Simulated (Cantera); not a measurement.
A Cantera script and its output.

```python
import numpy as np
import cantera as ct

gas = ct.Solution("gri30.yaml")
gas.TPX = 1825, 2666, {'C2H4': 1, 'H2': 12}
inlet = ct.Reservoir(gas, clone=True)

reactor = ct.IdealGasConstPressureReactor(gas, energy="off", clone=False)
exhaust = ct.Reservoir(gas, clone=True)
tau = [4.8, 1.4, 0.42, 0.12, 0.037, 0.011, 0.0033, 0.00097, 0.00029][0]
for a, b in ((inlet, reactor), (reactor, exhaust)):
    ct.MassFlowController(a, b, mdot=lambda t: reactor.mass / tau)
net = ct.ReactorNet([reactor])
show = ['C2H4', 'H2', 'C2H2', 'CH4', 'CH2', 'C2H', 'H']

rows = []
print(f"{'tau/s':>10s}{'T/K':>9s}" + "".join(f"{s:>11s}" for s in show))
for tau in [4.8, 1.4, 0.42, 0.12, 0.037, 0.011, 0.0033, 0.00097, 0.00029]:
    net.initial_time = 0.0
    net.advance(30 * tau)
    before = gas.X
    net.advance(40 * tau)
    drift = np.max(np.abs(gas.X - before) / (gas.X + 1e-9))
    rows.append([gas.T, *gas[show].X, drift])
    print(f"{tau:10.3e}{gas.T:9.1f}" + "".join(f"{x:11.3e}" for x in gas[show].X))
```

Result:

```
     tau/s      T/K       C2H4         H2       C2H2        CH4        CH2        C2H          H
 4.800e+00   1825.0  4.487e-05  9.261e-01  7.120e-02  2.146e-04  3.312e-08  1.782e-06  2.388e-03
 1.400e+00   1825.0  7.808e-05  9.266e-01  7.123e-02  1.214e-04  1.240e-08  1.432e-06  1.919e-03
 4.200e-01   1825.0  2.686e-04  9.275e-01  7.111e-02  6.545e-05  2.884e-09  8.149e-07  1.095e-03
 1.200e-01   1825.0  1.558e-03  9.280e-01  6.994e-02  3.940e-05  2.119e-09  3.385e-07  4.625e-04
 3.700e-02   1825.0  6.952e-03  9.278e-01  6.495e-02  2.489e-05  4.117e-09  1.523e-07  2.241e-04
 1.100e-02   1825.0  2.263e-02  9.268e-01  5.039e-02  1.389e-05  7.700e-09  6.851e-08  1.298e-04
 3.300e-03   1825.0  4.737e-02  9.251e-01  2.742e-02  5.412e-06  9.861e-09  2.296e-08  7.977e-05
 9.700e-04   1825.0  6.639e-02  9.238e-01  9.768e-03  1.054e-06  6.148e-09  3.711e-09  3.613e-05
 2.900e-04   1825.0  7.373e-02  9.233e-01  2.962e-03  1.293e-07  2.124e-09  3.728e-10  1.195e-05
```

Model: GRI-Mech 3.0 (53 species, 325 reactions), integrated in Cantera. GRI-Mech 3.0 was tuned for natural gas; its chemistry of ethylene as a main component is partial and can be far from experiment. GRI-Mech 3.0 stops at C3 and has no aromatics, soot or wall deposition, so with more carbon than oxygen in the feed, carbon stays in small species such as C2H2 where larger ones or solid carbon would form. Radical loss at walls, strong at low pressure, is not modelled.
